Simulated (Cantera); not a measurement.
A Cantera script and what it prints.

```python
import numpy as np
import cantera as ct

gas_names = [...]  # 110 gases of nasa_gas.yaml made of C, H, O
cond_names = """
    C(gr) C6H6(L) C7H8(L) C8H18(L),n-octa H2O(s) H2O(L)
""".split()


# ... load() reads the species with a 1 bar reference pressure and builds the phases ...
atoms = {
    'C2H5OH': {'C': 2, 'H': 6, 'O': 1},
    'H2O': {'H': 2, 'O': 1},
    'H2': {'H': 2},
}
top_T = {'C(gr)': 4500}  # K; cautious upper limits of use, not melting points


# ... equilibrate(T, P, feed) seeds the gas with the atoms and calls Mixture.equilibrate('TP', solver="vcs", rtol=1e-11, max_steps=5000) ...
results = []
feed = {'C2H5OH': 1, 'H2O': 0.049, 'H2': 11}  # mol
P = 101325  # Pa
for T in [1025, 1100, 1175, 1250, 1325, 1400, 1475, 1550, 1625, 1700, 1775, 1850]:
    mix = equilibrate(T, P, feed)
    results.append((T, P, feed, dict(zip(mix.species_names, mix.species_moles))))
    x = sorted(zip(gas.X, gas.species_names), reverse=True)
    print(f"T = {T:g} K  P = {P:g} Pa  gas = {mix.phase_moles(0):.4g} mol")
    print("   x: " + "  ".join(f"{s} {v:.3e}" for v, s in x if v > 1e-05))
    print("   condensed (mol): " + ("  ".join(f"{mix.phase(i).name} {mix.phase_moles(i):.4g}"
          for i in range(1, mix.n_phases) if mix.phase_moles(i) > 1e-12) or "none"))
```

It prints:

```
T = 1025 K  P = 101325 Pa  gas = 14.09 mol
   x: H2 8.703e-01  CO 5.839e-02  CH4 5.641e-02  H2O 1.366e-02  CO2 1.188e-03
   condensed (mol): C(gr) 0.3652
T = 1100 K  P = 101325 Pa  gas = 14.59 mol
   x: H2 8.991e-01  CO 6.579e-02  CH4 2.940e-02  H2O 5.361e-03  CO2 3.870e-04
   condensed (mol): C(gr) 0.606
T = 1175 K  P = 101325 Pa  gas = 14.82 mol
   x: H2 9.132e-01  CO 6.832e-02  CH4 1.618e-02  H2O 2.191e-03  CO2 1.281e-04
   condensed (mol): C(gr) 0.7455
T = 1250 K  P = 101325 Pa  gas = 14.94 mol
   x: H2 9.204e-01  CO 6.914e-02  CH4 9.437e-03  H2O 9.711e-04  CO2 4.662e-05
   condensed (mol): C(gr) 0.8251
T = 1325 K  P = 101325 Pa  gas = 15 mol
   x: H2 9.243e-01  CO 6.941e-02  CH4 5.811e-03  H2O 4.678e-04  CO2 1.885e-05
   condensed (mol): C(gr) 0.871
T = 1400 K  P = 101325 Pa  gas = 15.04 mol
   x: H2 9.265e-01  CO 6.950e-02  CH4 3.757e-03  H2O 2.430e-04
   condensed (mol): C(gr) 0.8982
T = 1475 K  P = 101325 Pa  gas = 15.06 mol
   x: H2 9.278e-01  CO 6.952e-02  CH4 2.535e-03  H2O 1.349e-04  H 1.241e-05
   condensed (mol): C(gr) 0.9147
T = 1550 K  P = 101325 Pa  gas = 15.07 mol
   x: H2 9.286e-01  CO 6.952e-02  CH4 1.776e-03  H2O 7.926e-05  H 3.015e-05  C2H2,acetylene 1.490e-05
   condensed (mol): C(gr) 0.9249
T = 1625 K  P = 101325 Pa  gas = 15.08 mol
   x: H2 9.290e-01  CO 6.952e-02  CH4 1.286e-03  H 6.756e-05  H2O 4.896e-05  C2H2,acetylene 3.304e-05
   condensed (mol): C(gr) 0.9313
T = 1700 K  P = 101325 Pa  gas = 15.08 mol
   x: H2 9.293e-01  CO 6.951e-02  CH4 9.584e-04  H 1.411e-04  C2H2,acetylene 6.821e-05  H2O 3.158e-05
   condensed (mol): C(gr) 0.9348
T = 1775 K  P = 101325 Pa  gas = 15.09 mol
   x: H2 9.293e-01  CO 6.950e-02  CH4 7.326e-04  H 2.772e-04  C2H2,acetylene 1.323e-04  H2O 2.116e-05
   condensed (mol): C(gr) 0.9361
T = 1850 K  P = 101325 Pa  gas = 15.09 mol
   x: H2 9.292e-01  CO 6.949e-02  CH4 5.727e-04  H 5.159e-04  C2H2,acetylene 2.430e-04  H2O 1.466e-05
   condensed (mol): C(gr) 0.935
```

Equilibrium computed with Cantera from the NASA thermochemical tables; the gas is ideal and each condensed phase is pure.
